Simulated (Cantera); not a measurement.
What does this Cantera script print?

```python
import numpy as np
import cantera as ct

gas = ct.Solution("SiF4_NH3_mec.yaml", "gas")
gas.TPX = 2325, 1333, {'NH3': 1, 'H2': 1.6}
reactor = ct.IdealGasConstPressureReactor(gas, energy="off", clone=False)
net = ct.ReactorNet([reactor])
net.rtol, net.atol = 1e-08, 1e-18
show = ['NH3', 'H2', 'N2H4', 'N2H2', 'NH']
times = np.geomspace(2e-05, 3, 15)

steps = ct.SolutionArray(gas, extra=["t"])
rows = []
print(f"{'t/s':>10s}{'T/K':>9s}{'P/Pa':>11s}" + "".join(f"{s:>11s}" for s in show))
for t in times:
    while net.time < t:
        t_next = net.step()
        steps.append(gas.state, t=t_next)
    rows.append([np.interp(t, steps.t, y) for y in (steps.T, steps.P, *steps(*show).X.T)])
    print(f"{t:10.3e}{rows[-1][0]:9.1f}{rows[-1][1]:11.4g}" + "".join(f"{x:11.3e}" for x in rows[-1][2:]))
rate = np.gradient(steps.T, steps.t)
print("integrator steps:", len(steps.t))
if steps.T.max() > steps.T[0] + 200:
    print(f"time of steepest temperature rise: {steps.t[rate.argmax()]:.4e} s")
gas.TPX = 2325, 1333, {'NH3': 1, 'H2': 1.6}
gas.equilibrate("TP")
print(f"equilibrium (TP): T = {gas.T:.1f} K  " + "  ".join(f"{s} {gas[s].X[0]:.3e}" for s in show))
```

Result:

```
       t/s      T/K       P/Pa        NH3         H2       N2H4       N2H2         NH
 2.000e-05   2325.0       1333  3.846e-01  6.154e-01  5.008e-13  1.254e-10  5.541e-09
 4.685e-05   2325.0       1333  3.845e-01  6.154e-01  3.078e-12  1.163e-09  5.001e-08
 1.098e-04   2325.0       1333  3.844e-01  6.153e-01  1.764e-11  9.172e-09  3.709e-07
 2.572e-04   2325.0       1333  3.841e-01  6.153e-01  9.752e-11  7.113e-08  2.311e-06
 6.024e-04   2325.0       1333  3.834e-01  6.152e-01  5.190e-10  5.845e-07  1.271e-05
 1.411e-03   2325.0       1333  3.815e-01  6.154e-01  2.330e-09  4.236e-06  5.583e-05
 3.306e-03   2325.0       1333  3.746e-01  6.189e-01  4.688e-09  1.091e-05  1.108e-04
 7.746e-03   2325.0       1333  3.567e-01  6.303e-01  4.593e-09  1.093e-05  1.145e-04
 1.815e-02   2325.0       1333  3.185e-01  6.547e-01  3.920e-09  9.459e-06  1.109e-04
 4.251e-02   2325.0       1333  2.473e-01  7.002e-01  2.752e-09  6.899e-06  1.028e-04
 9.960e-02   2325.0       1333  1.433e-01  7.665e-01  1.289e-09  3.585e-06  8.616e-05
 2.333e-01   2325.0       1333  4.507e-02  8.285e-01  2.654e-10  9.733e-07  5.860e-05
 5.466e-01   2325.0       1333  1.932e-03  8.494e-01  4.206e-12  3.637e-08  2.234e-05
 1.281e+00   2325.0       1333  3.439e-06  8.175e-01  2.505e-16  5.533e-12  7.642e-07
 3.000e+00   2325.0       1333  1.378e-07  7.869e-01  1.247e-18  5.736e-14  9.587e-08
integrator steps: 1687
equilibrium (TP): T = 2325.0 K  NH3 4.267e-08  H2 7.822e-01  N2H4 1.409e-19  N2H2 2.421e-14  NH 3.400e-08
```

Computed with Cantera and the gas-phase N/H chemistry of the illustrative SiF4/NH3 mechanism in the Surface Chemkin manual (1991). Walls and surfaces, which speed up NH3 decomposition in real reactors, are not modelled.
